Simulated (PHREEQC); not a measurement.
# Spent oxide etchant: speciation

Consider water at 25 °C with 26 mmol/kgw HF, 6.9 mmol/kgw H2SiF6 and 150 mmol/kgw H3PO4. Closed to the air; pH follows from the charge balance.

The numbers come from PHREEQC with the ion-association model, phreeqc.dat.

This is a speciation only: nothing precipitates in the calculation.

Question: Estimate the pH, ionic strength.

Answer: pH 1.44; ionic strength 0.0493 mol/kgw.

Question: In which forms is P present?

Answer: H3PO4 81 %, H2PO4- 19 % of the P.

Complexes and solids missing from the database can't appear. SiF6-2 is the database's only silicon fluoride.
